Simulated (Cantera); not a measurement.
Feed: 1 mol CH₂F₂, 1.5 mol F₂, 13 mol H₂, at 2275 °C and 16.0 Pa.

These are equilibrium values from Cantera (NASA tables, ideal gas, pure condensed phases), not measurements of a reactor. The numbers say what is thermodynamically allowed, not how fast it happens.

```
species             before     after
----------------  --------  --------
H                    0.713     0.818
F                  0.00372     0.123
C                  0.00199    0.0288
HF                   0.188    0.0280
H₂                  0.0849   0.00155
C₅                 2.36e-5     <1e-9
C₂H₂ (acetylene)   0.00112   5.57e-8
C₂H               0.000746   6.38e-6
C₃                 0.00646   7.63e-5
CF                0.000140  0.000379
C₂                0.000601  0.000425
C(graphite), mol     0.305         0
```
Gas species are given as mole fractions.

### Question
What was changed between the two runs?
(A) pressure from 16.0 Pa to 30000 Pa
(B) CH₂F₂ replaced by CHF₃
(C) temperature from 2275 °C to 2902 °C
(D) pressure from 16.0 Pa to 70.0 Pa

### Answer
C, temperature from 2275 °C to 2902 °C
